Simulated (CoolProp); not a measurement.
Vapour-liquid equilibrium of n-hexane (1) + n-decane (2) at 0.0682 MPa; x and y are mole fractions of (1).

Model: multi-fluid Helmholtz-energy mixture model, Thol 2019 and Lemmon 2006; pair parameters Kunz 2012, in CoolProp.

Problem. Give the bubble temperature and the first vapour's composition at x = 0.5, 0.8, 0.95. Is there an azeotrope?

Solution. x = 0.5: 352.1 K, y = 0.970; x = 0.8: 336.6 K, y = 0.994; x = 0.95: 331.3 K, y = 0.999. No azeotrope shows between x = 0.05 and 0.95.

The pair parameters rest on a limited set of measurements; away from them the model extrapolates.
